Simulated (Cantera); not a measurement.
Charge: 1 mol Cr, a varied amount of N2O, 37 mol H2, equilibrated at 1.10e-5 bar.

Cantera equilibrium calculation (NASA polynomials, part measured and part estimated; ideal gas, pure solids and liquids). Candidate condensed phases: Cr, CrN, Cr2N, Cr2O3, H2O; 29 gas species. Mutual solubility and eutectic melting of coexisting phases are not modelled. Equilibrium is a limit: real reactors are often held back by kinetics, nucleation or transport.

Stable condensed phases, one row left out:

```
T in K \ n(N2O) in mol
         0.19 0.24 0.31 0.39 0.49 0.63  0.8    1  1.3  1.6
   2548     A    A    A    A    A    A    A    A    A    A
   2448     A    A    A    A    A    A    A    A    A    A
   2348     A    A    A    A    A    A    A    A    A    A
   2248     A    A    A    A    A    A    A    A    A    A
   2148     A    A    A    A    A    A    A    A    A    A
   2048     A    A    A    A    A    A    A    A    A    A
   1948     A    A    A    A    A    A    A    A    A    A
   1848     A    A    A    A    A    A    A    A    A    A
   1748     A    A    A    A    A    A    A    A    A    A
   1548     B    B    B    B    B    B    B    B    B    B
   1448     C    C    C    C    C    B    B    B    B    B
   1348     C    C    C    C    C    C    C    C    C    B
```

A: gas only; B: Cr2O3; C: Cr + Cr2O3.

Question: Give the row for 1648 K.

Answer: 0.19: gas only; 0.24: gas only; 0.31: gas only; 0.39: gas only; 0.49: gas only; 0.63: gas only; 0.8: gas only; 1: gas only; 1.3: Cr2O3; 1.6: Cr2O3.
